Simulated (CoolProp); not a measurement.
Computed with CoolProp (reference Helmholtz-energy equation of state, Thol 2017).

**Question.** For octamethyltrisiloxane (MDM), give the phase and the density (kg/m³), cp (kJ/(kg K)), Joule-Thomson coefficient (K/MPa), fugacity coefficient at 269.8 K and 0.321 MPa.

**Answer.** 
- 269.8 K and 0.321 MPa: liquid; density 844, cp 1.72, Joule-Thomson coefficient -0.472, fugacity coefficient 0.000197
